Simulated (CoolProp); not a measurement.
Values from CoolProp's reference Helmholtz-energy equation of state, Lemmon 2006. It is a short technical equation, of lower accuracy than the large ones.

**Question.** For C2F6 (R116), give the phase and the cp (kJ/(kg K)), viscosity (µPa s), Prandtl number at 31.85 °C and 53.5 bar; -73.45 °C and 2.38 bar; 96.15 °C and 0.306 bar.

**Answer.** 
- 31.85 °C and 53.5 bar: supercritical; cp 1.62, viscosity 68.5, Prandtl number 2.93
- -73.45 °C and 2.38 bar: liquid; cp 0.953, viscosity 389, Prandtl number 5.00
- 96.15 °C and 0.306 bar: gas; cp 0.874, viscosity 17.3, Prandtl number 0.741

Viscosity comes from a separate model (Huber 2003), an estimate that may be off by 10 % or more. Thermal conductivity comes from a separate model (Huber 2003), an estimate that may be off by 10 % or more.
